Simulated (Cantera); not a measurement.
Input: 1 mol Pb, 1.5 mol CO, 14 mol N2, held at 26.0 mbar.

Equilibrium computed with Cantera from the NASA thermochemical tables; the gas is ideal and each condensed phase is pure. Candidate condensed phases: C, Pb, PbO, PbO2, Pb3O4; 27 gas species. Equilibrium is a limit: real reactors are often held back by kinetics, nucleation or transport.

Task: At 1327 °C, list the 3 most abundant gas species with their mole fractions, and the condensed phases.

Result: N2 0.848, CO 0.0909, Pb 0.0606. Condensed: gas only.
